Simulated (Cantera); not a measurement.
# Diamond growth

A diamond (100) surface in a fixed gas of H2 with x(CH4) = 0.0023, x(H) = 0.04, x(CH3) = 0.00024, 27.0 Torr; coverages are run to steady state.

Detailed kinetics in Cantera: the Harris–Goodwin 1993 mechanism for the reconstructed diamond (100) surface.

```
T (K)  growth (µm/h)  θ c6HH  θ c6H*  θ c6*H   θ c6**    θ c6HM
-----  -------------  ------  ------  ------  -------  --------
950             3.58   0.640  0.0143   0.334  0.00673   0.00404
1025            5.07   0.572  0.0208   0.392   0.0117   0.00292
1100            6.48   0.509  0.0281   0.441   0.0186   0.00208
1175            6.95   0.454  0.0360   0.480   0.0276   0.00132
1250            5.63   0.405  0.0442   0.511   0.0387  0.000630
1325            3.87   0.362  0.0523   0.533   0.0519  0.000220
1400            3.12   0.325  0.0601   0.548   0.0668   6.60e-5
```
θ: site fractions in the mechanism's names (c6HH fully hydrogenated, c6H* and c6*H radical sites, c6** diradical, c6HM methylated).
